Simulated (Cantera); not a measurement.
An adiabatic, constant-volume homogeneous reactor starts with 21.9 % CH3OH, 16.4 % O2, 61.7 % N2, equivalence ratio 2.0, at 1250 K and 3.55 atm.

Detailed kinetics in Cantera: GRI-Mech 3.0 (53 species, 325 reactions). GRI-Mech 3.0 was tuned for natural gas; its chemistry of methanol as a main component is partial and can be far from experiment.

Question: Predict: time of steepest temperature rise; temperature at 0.700 s; equilibrium temperature; x(O2) at 0.700 s; x(CH2O) at 0.700 s; x(CO2) at 0.700 s.

Answer: 
| Quantity | Value |
|---|---|
| time of steepest temperature rise | 1.20 ms |
| temperature at 0.700 s | 2732 K |
| equilibrium temperature | 2732 K |
| x(O2) at 0.700 s | 9.01e-5 (gas-phase equilibrium 9.01e-5) |
| x(CH2O) at 0.700 s | 6.57e-8 (gas-phase equilibrium 6.57e-8) |
| x(CO2) at 0.700 s | 0.0358 (gas-phase equilibrium 0.0358) |
